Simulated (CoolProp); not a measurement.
Vapour-liquid equilibrium of propane (1) + R152A (2) at 8.65 °C; x and y are mole fractions of (1).

Model: multi-fluid Helmholtz-energy mixture model, Lemmon 2009 and Outcalt 1996; pair parameters Bell 2016, in CoolProp.

| x | bubble pressure, mixture model (MPa) | bubble pressure, Raoult's law (MPa) | y, mixture model | y, Raoult's law |
|---|---|---|---|---|
| 0.05 | 0.4241 | 0.3692 | 0.184 | 0.083 |
| 0.125 | 0.5033 | 0.3884 | 0.345 | 0.197 |
| 0.2 | 0.5609 | 0.4076 | 0.441 | 0.301 |
| 0.275 | 0.6024 | 0.4268 | 0.506 | 0.395 |
| 0.35 | 0.6321 | 0.4461 | 0.553 | 0.481 |
| 0.425 | 0.6533 | 0.4653 | 0.590 | 0.560 |
| 0.5 | 0.6685 | 0.4845 | 0.622 | 0.632 |
| 0.575 | 0.6791 | 0.5037 | 0.653 | 0.699 |
| 0.65 | 0.6855 | 0.5229 | 0.685 | 0.761 |
| 0.725 | 0.6876 | 0.5421 | 0.721 | 0.819 |
| 0.8 | 0.6836 | 0.5614 | 0.766 | 0.873 |
| 0.875 | 0.6706 | 0.5806 | 0.827 | 0.923 |
| 0.95 | 0.6432 | 0.5998 | 0.915 | 0.970 |

The largest gap from Raoult's law is +41.7 % in bubble pressure, at x = 0.35. y crosses x between x = 0.65 and 0.725: the model has an azeotrope there.

Pair parameters are fitted to limited data, so mixtures are less certain than the pure fluids.
